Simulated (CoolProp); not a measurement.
Vapour-liquid equilibrium of n-heptane (1) + m-xylene (2) at 494.1 K; x and y are mole fractions of (1).

The numbers come from the multi-fluid Helmholtz-energy mixture model, Span 2003 and Zhou 2012; pair parameters Bell 2016 in CoolProp.

Problem. Give the bubble pressure and the first vapour's composition at x = 0.15, 0.35, 0.75. Is there an azeotrope?

Solution. x = 0.15: 741.9 kPa, y = 0.274; x = 0.35: 902.6 kPa, y = 0.510; x = 0.75: 1197 kPa, y = 0.830. No azeotrope shows between x = 0.05 and 0.95.

The pair parameters rest on a limited set of measurements; away from them the model extrapolates.
